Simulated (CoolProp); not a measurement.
The numbers come from the reference Helmholtz-energy equation of state, Lemmon 2006 in CoolProp. It is a short technical equation, of lower accuracy than the large ones.

Q: Give the vapour pressure (bar), liquid density (kg/m³), vapour density (kg/m³) of saturated R141b at 308.4 K.

A: 
```json
[
 {"T (K)": "308.4", "p (bar)": "1.13", "liquid density (kg/m³)": "1210", "vapour density (kg/m³)": "5.39"}
]
```
